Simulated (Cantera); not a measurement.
An adiabatic, constant-pressure homogeneous reactor starts with CH₄ : C₂H₆ : O₂ : N₂ = 1 : 0.2 : 2.45 : 12.8 (molar parts), equivalence ratio 1.1, at 1623 K and 260000 Pa.

Detailed kinetics in Cantera: GRI-Mech 3.0 (53 species, 325 reactions).

Task: Predict: time of steepest temperature rise; temperature at 0.500 s; equilibrium temperature; x(O₂) at 0.500 s; x(HCN) at 0.500 s; x(OH) at 0.500 s; x(H₂O) at 0.500 s.

Result: 
```json
{
  "time_of_steepest_temperature_rise": "48.7 µs",
  "temperature at 0.500 s": "2746 K",
  "equilibrium_temperature": "2746 K",
  "x(O₂) at 0.500 s": "0.00718 (gas-phase equilibrium 0.00718)",
  "x(HCN) at 0.500 s": "2.96e-9 (gas-phase equilibrium 2.96e-9)",
  "x(OH) at 0.500 s": "0.0111 (gas-phase equilibrium 0.0111)",
  "x(H₂O) at 0.500 s": "0.127 (gas-phase equilibrium 0.127)"
}
```
